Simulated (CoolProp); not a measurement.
The numbers come from the reference Helmholtz-energy equation of state, de Reuck 1993 in CoolProp.

Question: For methanol, give the phase and the cp (kJ/(kg K)), cv (kJ/(kg K)), isothermal compressibility (1/MPa), viscosity (µPa s) at 219.3 K and 280 kPa; 431.2 K and 17700 kPa.

Answer: 
- 219.3 K and 280 kPa: liquid; cp 2.24, cv 1.80, isothermal compressibility 0.000750, viscosity 2500
- 431.2 K and 17700 kPa: liquid; cp 3.69, cv 2.87, isothermal compressibility 0.00275, viscosity 152

Viscosity comes from a separate model (Xiang 2006).
